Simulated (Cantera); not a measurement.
**Equilibrium for boron, boron nitride and boron oxide: borazine + H2O + N2**

Feed: 1 mol borazine, 0.75 mol H2O, a varied amount of N2, equilibrated at 2200 K and 0.000590 bar.

Equilibrium computed with Cantera from the NASA thermochemical tables; the gas is ideal and each condensed phase is pure. Candidate condensed phases: B, BN, B2O3, B3O3H3, H2O; 39 gas species. The feed counts by its element totals alone. The tables' values for BH2 are old estimates; treat these amounts as uncertain. Rates play no part.

| n(N2) (mol) | x N2 | x H2 | x H | x BO | x HBO | n B(s) |
|---|---|---|---|---|---|---|
| 2.8 | 0.458 | 0.326 | 0.132 | 0.0634 | 0.0128 | 2.19 |
| 10 | 0.683 | 0.172 | 0.0961 | 0.0374 | 0.00551 | 2.15 |
| 18 | 0.779 | 0.110 | 0.0768 | 0.0260 | 0.00305 | 2.11 |
| 26 | 0.828 | 0.0792 | 0.0653 | 0.0199 | 0.00199 | 2.07 |
| 34 | 0.859 | 0.0612 | 0.0574 | 0.0162 | 0.00142 | 2.04 |
| 41 | 0.877 | 0.0506 | 0.0522 | 0.0139 | 0.00111 | 2.00 |
| 49 | 0.892 | 0.0420 | 0.0475 | 0.0120 | 0.000875 | 1.96 |
x: gas mole fraction; n: condensed amount in mol.

From 2.8 mol N2 to 49 mol N2 the condensed part is B(s). The main B-bearing gas is BO throughout. The share of B in condensed phases is highest at 2.8 mol N2 (72.9 %) and lowest at 49 mol N2 (65.4 %).
